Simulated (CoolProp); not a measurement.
Vapour-liquid equilibrium of cyclohexane (1) + benzene (2) at 300.1 K; x and y are mole fractions of (1).

The numbers come from the multi-fluid Helmholtz-energy mixture model, Zhou 2014 and Thol 2012; pair parameters Bell 2016 in CoolProp.

Q: Give the bubble pressure and the first vapour's composition at x = 0.25, 0.35, 0.45. Is there an azeotrope?

A: x = 0.25: 0.01549 MPa, y = 0.302; x = 0.35: 0.01575 MPa, y = 0.385; x = 0.45: 0.01587 MPa, y = 0.461. y crosses x between x = 0.45 and 0.55: the model has an azeotrope there.

The pair parameters rest on a limited set of measurements; away from them the model extrapolates.
